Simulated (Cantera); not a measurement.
A Cantera script and what it prints.

```python
import numpy as np
import cantera as ct

gas_names = """
    O2 H2O
""".split()
cond_names = """
    Ba(L) BaO(s) BaO2H2(L)
""".split()


def load(file, names, dense=False):
    # The tables refer to 1 bar. Condensed volumes are neglected.
    table = {s.name: s for s in ct.Species.list_from_file(file)}
    out = []
    for n in names:
        d = dict(table[n].input_data)
        d["thermo"] = dict(d["thermo"], **{"reference-pressure": 1e5})
        if dense:
            d["equation-of-state"] = {"model": "constant-volume", "density": "1e6 g/cm^3"}
        out.append(ct.Species.from_dict(d))
    return out


species = {s.name: s for s in load("nasa_gas.yaml", gas_names) + load("nasa_condensed.yaml", cond_names)}
T = 1900
g = {n: (s.thermo.h(T) - T * s.thermo.s(T)) / (ct.gas_constant * T * np.log(10)) for n, s in species.items()}
valid = cond_names  # the entries whose range holds T


def stable(la, lb):
    # potentials (over RT ln 10) of the two non-metals from log10 p(O2) and log10 p(H2O) in bar
    mu = {}
    mu["O"] = (g["O2"] + la) / 2
    mu["H"] = (g["H2O"] + lb - 1 * mu["O"]) / 2
    cost = {}
    for n in valid:
        c = species[n].composition
        cost[n] = (g[n] - sum(c.get(e, 0) * m for e, m in mu.items())) / c["Ba"]
    return min(cost, key=cost.get)


results = []
for lb in [0, -1, -2, -3, -4, -5, -6, -7, -8, -9, -10, -11, -12]:
    row = [stable(la, lb) for la in [-23, -21.2, -19.5, -17.7, -15.9, -14.2, -12.4, -10.6, -8.8, -7.1, -5.3, -3.5, -1.8, 0]]
    results.append(row)
    print(f"{lb:6.1f}  " + " ".join(f"{valid.index(n):x}" for n in row))
print("key: " + ", ".join(f"{i:x} {n}" for i, n in enumerate(valid)))
```

Output:

```
   0.0  0 0 1 1 1 1 1 1 1 1 1 1 1 1
  -1.0  0 0 1 1 1 1 1 1 1 1 1 1 1 1
  -2.0  0 0 1 1 1 1 1 1 1 1 1 1 1 1
  -3.0  0 0 1 1 1 1 1 1 1 1 1 1 1 1
  -4.0  0 0 1 1 1 1 1 1 1 1 1 1 1 1
  -5.0  0 0 1 1 1 1 1 1 1 1 1 1 1 1
  -6.0  0 0 1 1 1 1 1 1 1 1 1 1 1 1
  -7.0  0 0 1 1 1 1 1 1 1 1 1 1 1 1
  -8.0  0 0 1 1 1 1 1 1 1 1 1 1 1 1
  -9.0  0 0 1 1 1 1 1 1 1 1 1 1 1 1
 -10.0  0 0 1 1 1 1 1 1 1 1 1 1 1 1
 -11.0  0 0 1 1 1 1 1 1 1 1 1 1 1 1
 -12.0  0 0 1 1 1 1 1 1 1 1 1 1 1 1
key: 0 Ba(L), 1 BaO(s), 2 BaO2H2(L)
```

Cantera with NASA thermochemical tables; ideal gases at 1 bar, condensed phases pure. Not in the tables: the peroxide. Part of the grid cannot be reached: there another gas would pass 10 bar, or a non-metal would condense.
